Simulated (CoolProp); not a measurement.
Vapour-liquid equilibrium of propylene (1) + R115 (2) at -58.85 °C; x and y are mole fractions of (1).

Computed with CoolProp (multi-fluid Helmholtz-energy mixture model, Lemmon 2013 and Lemmon 2016; pair parameters Bell 2016).

Q: Give the bubble pressure and the first vapour's composition at x = 0.05, 0.2, 0.5. Is there an azeotrope?

A: x = 0.05: 0.04336 MPa, y = 0.157; x = 0.2: 0.05506 MPa, y = 0.424; x = 0.5: 0.06546 MPa, y = 0.628. y crosses x between x = 0.65 and 0.8: the model has an azeotrope there.

The pair parameters rest on a limited set of measurements; away from them the model extrapolates.
